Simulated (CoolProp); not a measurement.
Values from CoolProp's reference Helmholtz-energy equation of state, Gao 2016.

**Question.** Give the vapour pressure (MPa), liquid density (kg/m³), vapour density (kg/m³), enthalpy of vaporisation (kJ/kg) of saturated sulfur dioxide at 318, 323.8, 326.7 K.

**Answer.** 
```csv
T (K),p (MPa),liquid density (kg/m³),vapour density (kg/m³),enthalpy of vaporisation (kJ/kg)
318,0.727,1310,19.7,335
323.8,0.857,1290,23.1,328
326.7,0.928,1280,24.9,325
```
